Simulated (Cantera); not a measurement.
Premixed flame

A freely propagating, adiabatic, planar premixed flame of 40.6 % H₂, 11.9 % O₂, 45.0 % N₂, 2.44 % H₂O, equivalence ratio 1.7, unburnt at 500 K and 750 Torr; mixture-averaged transport, grid criteria slope 0.08 and curve 0.16, no radiation.

Cantera simulation using the H2/O2 subset of GRI-Mech 3.0, which has no nitrogen chemistry; the numbers are that mechanism's predictions, not measurements. Burning velocities carry a grid error of a few per cent, more on coarse grids.

| z (mm) | T (K) | u (m/s) | x H₂ | x O₂ | x H₂O | x OH | x HO₂ | x H₂O₂ |
|---|---|---|---|---|---|---|---|---|
| -1.21 | 500 | 6.48 | 0.406 | 0.119 | 0.0244 | <1e-8 | <1e-8 | <1e-8 |
| -0.808 | 500 | 6.48 | 0.406 | 0.119 | 0.0244 | <1e-8 | <1e-8 | <1e-8 |
| -0.606 | 500 | 6.48 | 0.406 | 0.119 | 0.0244 | <1e-8 | <1e-8 | <1e-8 |
| -0.404 | 500 | 6.48 | 0.406 | 0.119 | 0.0244 | <1e-8 | 1.18e-7 | <1e-8 |
| -0.202 | 516 | 6.65 | 0.402 | 0.120 | 0.0250 | 3.29e-5 | 0.000216 | 4.52e-6 |
| -0.101 | 747 | 9.40 | 0.371 | 0.114 | 0.0440 | 0.000809 | 0.000243 | 2.78e-5 |
| 0 | 1172 | 14.3 | 0.279 | 0.0814 | 0.119 | 0.00210 | 9.00e-5 | 3.86e-6 |
| 0.101 | 1474 | 17.8 | 0.184 | 0.0273 | 0.221 | 0.00508 | 2.72e-5 | 1.79e-6 |
| 0.202 | 1610 | 19.3 | 0.155 | 0.00751 | 0.260 | 0.00636 | 7.14e-6 | 1.15e-6 |
| 0.404 | 1737 | 20.7 | 0.154 | 0.00231 | 0.272 | 0.00718 | 2.11e-6 | 6.91e-7 |
| 0.808 | 1863 | 22.0 | 0.161 | 0.00147 | 0.277 | 0.00729 | 1.28e-6 | 3.77e-7 |
| 1.62 | 1983 | 23.2 | 0.168 | 0.000870 | 0.282 | 0.00662 | 7.58e-7 | 1.94e-7 |
| 3.23 | 2084 | 24.2 | 0.174 | 0.000443 | 0.288 | 0.00535 | 4.11e-7 | 1.00e-7 |
x: mole fraction of selected species; z is measured from the peak of heat release.

- laminar burning velocity = 648 cm/s
- thermal thickness = 0.404 mm
- peak x(OH) = 0.00733
- peak x(HO₂) = 0.000385
- peak x(H₂O₂) = 2.88e-5
- grid points = 121
